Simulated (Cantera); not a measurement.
Input (Python, Cantera):

```python
import numpy as np
import cantera as ct

gas = ct.Solution("gri30.yaml")
gas.TPX = 1425, 1333, {'H2': 0.012, 'O2': 1}
inlet = ct.Reservoir(gas, clone=True)

reactor = ct.IdealGasConstPressureReactor(gas, energy="off", clone=False)
exhaust = ct.Reservoir(gas, clone=True)
tau = [0.35, 0.19, 0.11, 0.058, 0.032, 0.018, 0.0096, 0.0053, 0.0029, 0.0016][0]
for a, b in ((inlet, reactor), (reactor, exhaust)):
    ct.MassFlowController(a, b, mdot=lambda t: reactor.mass / tau)
net = ct.ReactorNet([reactor])
show = ['H2', 'O2', 'H2O2', 'OH', 'H2O']

rows = []
print(f"{'tau/s':>10s}{'T/K':>9s}" + "".join(f"{s:>11s}" for s in show))
for tau in [0.35, 0.19, 0.11, 0.058, 0.032, 0.018, 0.0096, 0.0053, 0.0029, 0.0016]:
    net.initial_time = 0.0
    net.advance(30 * tau)
    before = gas.X
    net.advance(40 * tau)
    drift = np.max(np.abs(gas.X - before) / (gas.X + 1e-9))
    rows.append([gas.T, *gas[show].X, drift])
    print(f"{tau:10.3e}{gas.T:9.1f}" + "".join(f"{x:11.3e}" for x in gas[show].X))
```

Result:

```
     tau/s      T/K         H2         O2       H2O2         OH        H2O
 3.500e-01   1425.0  5.619e-05  9.813e-01  9.069e-09  1.305e-03  1.109e-02
 1.900e-01   1425.0  7.617e-05  9.800e-01  9.801e-09  1.434e-03  1.097e-02
 1.100e-01   1425.0  1.018e-04  9.790e-01  1.039e-08  1.534e-03  1.086e-02
 5.800e-02   1425.0  1.490e-04  9.782e-01  1.107e-08  1.640e-03  1.073e-02
 3.200e-02   1425.0  2.240e-04  9.778e-01  1.186e-08  1.743e-03  1.058e-02
 1.800e-02   1425.0  3.476e-04  9.776e-01  1.290e-08  1.862e-03  1.038e-02
 9.600e-03   1425.0  5.827e-04  9.776e-01  1.452e-08  2.034e-03  1.004e-02
 5.300e-03   1425.0  9.672e-04  9.779e-01  1.658e-08  2.240e-03  9.533e-03
 2.900e-03   1425.0  1.625e-03  9.785e-01  1.898e-08  2.469e-03  8.745e-03
 1.600e-03   1425.0  2.701e-03  9.796e-01  2.090e-08  2.641e-03  7.582e-03
```

Detailed kinetics in Cantera: GRI-Mech 3.0 (53 species, 325 reactions). Radical loss at walls, strong at low pressure, is not modelled.
